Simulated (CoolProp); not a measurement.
Properties of R22 at several states.

Model: reference Helmholtz-energy equation of state, Kamei 1995, in CoolProp.

| T (K) | p (bar) | phase | density (kg/m³) | expansivity (1/kK) |
|---|---|---|---|---|
| 420.6 | 44.3 | gas | 140.5 | 5.409 |
| 255.4 | 0.513 | gas | 2.116 | 4.093 |
| 497.6 | 0.507 | gas | 1.061 | 2.019 |
| 379.8 | 3.22 | gas | 9.001 | 2.826 |
| 238.3 | 137 | liquid | 1422 | 1.860 |
